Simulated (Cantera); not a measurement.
An isothermal, constant-pressure homogeneous reactor starts with 0.228 % CH2O, 4.66 % O2, 95.1 % N2, at 1198 K and 10.0 bar.

Model: GRI-Mech 3.0 (53 species, 325 reactions), integrated in Cantera.

x: mole fraction; the columns are a selection and need not sum to one.

```tsv
t (s)	x CH2O	x O2	x C2H	x H2	x CH4	x C2H4	x O
2.00e-6	0.00228	0.0466	<1e-12	1.15e-8	<1e-12	<1e-12	8.96e-10
5.79e-6	0.00228	0.0466	<1e-12	3.91e-8	<1e-12	<1e-12	1.06e-9
1.68e-5	0.00228	0.0466	<1e-12	1.41e-7	<1e-12	<1e-12	1.51e-9
4.85e-5	0.00228	0.0466	<1e-12	7.12e-7	<1e-12	<1e-12	3.66e-9
0.000140	0.00221	0.0465	<1e-12	…	<1e-12	<1e-12	…
0.000406	0.000950	0.0458	<1e-12	0.000110	1.37e-11	<1e-12	2.33e-7
0.00118	…	0.0454	<1e-12	0.000108	1.12e-11	<1e-12	…
0.00340	9.55e-8	0.0453	<1e-12	6.50e-5	6.05e-12	<1e-12	8.81e-7
0.00985	1.53e-12	0.0452	<1e-12	2.22e-5	1.55e-12	<1e-12	7.12e-7
0.0285	<1e-12	0.0450	<1e-12	2.44e-6	<1e-12	<1e-12	5.37e-7
0.0825	<1e-12	0.0447	<1e-12	3.15e-7	<1e-12	<1e-12	3.22e-7
0.239	<1e-12	0.0444	<1e-12	6.30e-8	<1e-12	<1e-12	9.85e-8
0.691	<1e-12	0.0443	<1e-12	2.66e-9	<1e-12	<1e-12	8.80e-9
2.00	<1e-12	0.0443	<1e-12	4.52e-11	<1e-12	<1e-12	2.05e-9
```

Problem. Complete the blanks.

Solution. 
- 0.000140, x H2: 7.66e-6
- 0.000140, x O: 2.07e-8
- 0.00118, x CH2O: 1.59e-5
- 0.00118, x O: 7.77e-7
